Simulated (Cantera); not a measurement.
Feed: 1 mol TiCl₄, a varied amount of H₂, equilibrated at 1348 K and 128 Torr.

Method: chemical equilibrium by Gibbs-energy minimisation in Cantera with the NASA 1993 tables (ideal gas, pure condensed phases). Candidate condensed phases: Ti, TiCl₂, TiCl₃, TiCl₄; 10 gas species. The tables' values for TiCl₂ are old estimates; treat these amounts as uncertain. Kinetics and transport are ignored.

x: gas mole fraction; nothing condenses.

```tsv
n(H₂) (mol)	x H₂	x HCl	x TiCl₃	x TiCl₄	x TiCl₂	x H	x Cl
9.8	0.842	0.0690	0.0686	0.0206	0.000221	5.15e-6	(withheld)
12	0.866	0.0597	0.0592	0.0152	0.000224	5.22e-6	(withheld)
14	0.882	0.0532	0.0527	0.0119	0.000225	5.27e-6	(withheld)
18	0.905	0.0438	0.0433	0.00795	0.000228	5.34e-6	(withheld)
21	0.917	0.0387	0.0382	0.00615	0.000229	5.37e-6	(withheld)
26	0.931	0.0324	0.0319	0.00428	0.000230	5.41e-6	(withheld)
31	0.941	0.0279	0.0274	0.00315	0.000231	5.44e-6	(withheld)
38	0.951	0.0234	0.0229	0.00219	0.000231	5.47e-6	(withheld)
46	0.959	0.0197	0.0193	0.00155	0.000232	5.50e-6	(withheld)
56	0.966	0.0165	0.0161	0.00108	0.000231	5.52e-6	(withheld)
68	0.972	0.0139	0.0134	0.000753	0.000231	5.53e-6	(withheld)
```

**Question.** Some entries are withheld; supply them.

**Answer.** 
- 9.8, x Cl: 3.52e-7
- 12, x Cl: 3.00e-7
- 14, x Cl: 2.65e-7
- 18, x Cl: 2.15e-7
- 21, x Cl: 1.89e-7
- 26, x Cl: 1.57e-7
- 31, x Cl: 1.34e-7
- 38, x Cl: 1.12e-7
- 46, x Cl: 9.43e-8
- 56, x Cl: 7.87e-8
- 68, x Cl: 6.58e-8
